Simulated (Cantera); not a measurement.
Gas mixture: H2 : N2 = 0.55 : 0.92 (molar parts), at 500000 Pa, frozen composition.

Cantera's kinetic-theory transport with the Lennard-Jones parameters of GRI-Mech 3.0, ideal gas; thermal conductivity in the multicomponent form.

D: mixture-averaged diffusion coefficient of that species in the mixture.

| T (K) | ρ (kg/m³) | cp (J/kg/K) | μ (µPa s) | λ (mW/m/K) | Pr | D (cm²/s) CH4 | D (cm²/s) H | D (cm²/s) H2O |
|---|---|---|---|---|---|---|---|---|
| 400 | 2.75 | 1602 | 21.8 | 74.3 | 0.469 | 0.102 | (withheld) | 0.110 |
| 650 | 1.69 | 1638 | 30.4 | 105 | 0.474 | 0.235 | (withheld) | 0.269 |
| 900 | 1.22 | 1713 | 37.6 | 135 | 0.476 | 0.406 | (withheld) | 0.479 |
| 1150 | 0.956 | 1776 | 44.2 | 165 | 0.477 | 0.611 | (withheld) | 0.731 |
| 1400 | 0.786 | 1832 | 50.2 | 194 | 0.475 | 0.848 | (withheld) | 1.02 |
| 1650 | 0.666 | 1879 | 55.8 | 222 | 0.472 | 1.11 | (withheld) | 1.35 |

Task: Some entries are withheld; supply them.

Result: 
- 400, D (cm²/s) H: 0.490
- 650, D (cm²/s) H: 1.13
- 900, D (cm²/s) H: 1.95
- 1150, D (cm²/s) H: 2.93
- 1400, D (cm²/s) H: 4.06
- 1650, D (cm²/s) H: 5.34
